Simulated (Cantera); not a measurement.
Input: 1 mol MgO, 0.43 mol CH₄, 0.015 mol CO, at 1.60 bar.

Method: chemical equilibrium by Gibbs-energy minimisation in Cantera with the NASA 1993 tables (ideal gas, pure condensed phases). Candidate condensed phases: C, C₆H₆, C₇H₈, C₈H₁₈, H₂O, Mg, MgCO₃, MgO, Mg(OH)₂; 116 gas species. Rates play no part.

Task: What share of the Mg ends up in condensed phases as a function of T (K), at 1300, 1450, 1600, 1750, 1900, 2050, 2200, 2350, 2500?

Result: 
| T (K) | Mg condensed (%) | as |
|---|---|---|
| 1300 | 100.0 | MgO(s) |
| 1450 | 100.0 | MgO(s) |
| 1600 | 100.0 | MgO(s) |
| 1750 | 99.1 | MgO(s) |
| 1900 | 91.7 | MgO(s) |
| 2050 | 57.1 | MgO(s) |
| 2200 | 56.9 | MgO(s) |
| 2350 | 56.7 | MgO(s) |
| 2500 | 55.8 | MgO(s) |
